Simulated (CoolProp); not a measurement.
Model: reference Helmholtz-energy equation of state, Lemmon 2006, in CoolProp. It is a short technical equation, of lower accuracy than the large ones.

Question: For toluene, give the phase and the cp (kJ/(kg K)) at 147.85 °C and 101 kPa; 197.85 °C and 101 kPa; 206.15 °C and 101 kPa.

Answer: 
- 147.85 °C and 101 kPa: gas; cp 1.62
- 197.85 °C and 101 kPa: gas; cp 1.78
- 206.15 °C and 101 kPa: gas; cp 1.80
